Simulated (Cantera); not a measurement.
Gas-phase reforming

A perfectly stirred reactor is fed with 27.8 % CH₄, 69.4 % CO₂, 2.78 % H₂, at 1.00 bar; it is held at 1525 K, and followed from long to short residence time.

Computed with Cantera and GRI-Mech 3.0 (53 species, 325 reactions).

| τ (s) | x CH₄ | x CO₂ | x H₂ | x C₂H₆ | x CO | x H₂O |
|---|---|---|---|---|---|---|
| 13 | 0.0266 | 0.200 | 0.149 | 1.01e-5 | 0.410 | 0.184 |
| 3.7 | 0.0440 | 0.268 | 0.110 | 3.22e-5 | 0.330 | 0.197 |
| 1.0 | 0.0817 | 0.376 | 0.0790 | 0.000108 | 0.223 | 0.177 |
| 0.30 | 0.148 | 0.512 | 0.0700 | 0.000262 | 0.115 | 0.106 |
| 0.085 | 0.219 | 0.630 | 0.0598 | 0.000460 | 0.0352 | 0.0337 |
| 0.024 | 0.257 | 0.678 | 0.0416 | 0.000610 | 0.00766 | 0.00728 |
| 0.0069 | 0.272 | 0.691 | 0.0313 | 0.000553 | 0.00159 | 0.00150 |
| 0.0020 | 0.276 | 0.694 | 0.0284 | 0.000285 | 0.000318 | 0.000305 |
| 0.00056 | 0.277 | 0.694 | 0.0279 | 7.50e-5 | 5.64e-5 | 5.52e-5 |
x: mole fraction; the columns are a selection and need not sum to one.
